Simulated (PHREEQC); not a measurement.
Leach liquor

A solution holds 0.0087 mol H2SO4, 3.8e-05 mol CuSO4 and 0.13 mol MgSO4 per kg of water, at 25 °C. Closed to the air; pH follows from the charge balance.

The numbers come from PHREEQC with the ion-association model, wateq4f.dat.

```
Property                 Result
----------------  -------------
pH                         2.29
ionic strength    0.247 mol/kgw
total alkalinity   -17.4 meq/kg
```

```
species  molality  activity   log γ
-------  --------  --------  ------
MgSO4      0.0694    0.0735   0.025
Mg+2       0.0606    0.0198  -0.485
SO4-2      0.0584    0.0158  -0.568
HSO4-      0.0109   0.00782  -0.146
H+        0.00645   0.00509  -0.103
Cu+2      1.96e-5   6.03e-6  -0.512
CuSO4     1.84e-5   1.94e-5   0.025
```

No solid was allowed to form.
